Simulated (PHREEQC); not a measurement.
Dissolve 0.054 mol/kgw K2CO3, 0.00046 mol/kgw K2SO4 and 0.0038 mol/kgw H3BO3 at 20 °C. Closed to the air; pH follows from the charge balance.

Computed with PHREEQC (ion-association model, phreeqc.dat).

Each row changes one thing in this solution. This is a speciation only: nothing precipitates in the calculation.

| case | pH | ionic strength (mol/kgw) | SO4-2 (mol/kgw) | KSO4- (mol/kgw) | H3BO3 (mol/kgw) |
|---|---|---|---|---|---|
| as made | 11.04 | 0.158 | 0.000378 | 8.16e-5 | 4.83e-5 |
| K2CO3 from 0.054 to 0.108 mol/kgw | 11.22 | 0.320 | 0.000347 | [?] | 2.95e-5 |
| K2CO3 from 0.054 to 0.0594 mol/kgw | [?] | 0.175 | 0.000374 | 8.55e-5 | 4.49e-5 |
| diluted 100-fold with water | 10.44 | 0.00140 | 4.57e-6 | 2.72e-8 | 2.36e-6 |
| temperature from 20 to 30 °C | 10.89 | 0.158 | 0.000367 | 9.27e-5 | 5.57e-5 |
| 0.0015 mol/kgw H3PO4 added | 10.81 | 0.157 | 0.000378 | [?] | 7.96e-5 |
| K2CO3 left out | 5.86 | 0.00138 | 0.000458 | 2.29e-6 | 0.00380 |

What belongs in the gaps?


- K2CO3 from 0.054 to 0.108 mol/kgw, KSO4- (mol/kgw): 0.000113
- K2CO3 from 0.054 to 0.0594 mol/kgw, pH: 11.06
- 0.0015 mol/kgw H3PO4 added, KSO4- (mol/kgw): 8.17e-5

Complexes and solids missing from the database can't appear.
